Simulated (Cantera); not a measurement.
# Dilute partial oxidation

An isothermal, constant-pressure homogeneous reactor starts with CH4 : O2 : N2 = 0.0065 : 0.003 : 1 (molar parts), equivalence ratio 4.3, at 1475 K and 1.00 bar.

Cantera simulation using GRI-Mech 3.0 (53 species, 325 reactions); the numbers are that mechanism's predictions, not measurements.

| t (s) | x CH4 | x O2 | x H2O2 | x C2H | x CH2 |
|---|---|---|---|---|---|
| 0.000400 | 0.00644 | 0.00297 | 4.66e-11 | <1e-12 | 2.15e-12 |
| 0.00111 | 0.00644 | 0.00297 | 6.28e-11 | <1e-12 | 1.20e-11 |
| 0.00310 | 0.00643 | 0.00297 | 5.02e-11 | <1e-12 | 6.68e-11 |
| 0.00862 | 0.00640 | 0.00296 | 5.42e-11 | <1e-12 | 2.87e-10 |
| 0.0240 | 0.00625 | 0.00292 | 1.07e-10 | <1e-12 | 1.36e-9 |
| 0.0667 | 0.00513 | 0.00250 | 2.01e-10 | 1.65e-10 | 1.09e-8 |
| 0.186 | 0.00188 | 0.000284 | 4.60e-11 | 1.02e-9 | 1.86e-8 |
| 0.517 | 0.00153 | 1.94e-5 | 2.45e-12 | 3.99e-10 | 1.54e-9 |
| 1.44 | 0.00131 | 2.43e-7 | <1e-12 | 3.51e-10 | 6.12e-10 |
| 4.00 | 0.000957 | 1.07e-12 | <1e-12 | 3.84e-10 | 4.57e-10 |
x: mole fraction; the columns are a selection and need not sum to one.

Equilibrium at this temperature and pressure: CH4 1.58e-6, O2 <1e-12, H2O2 <1e-12, C2H <1e-12, CH2 <1e-12 (gas phase only).
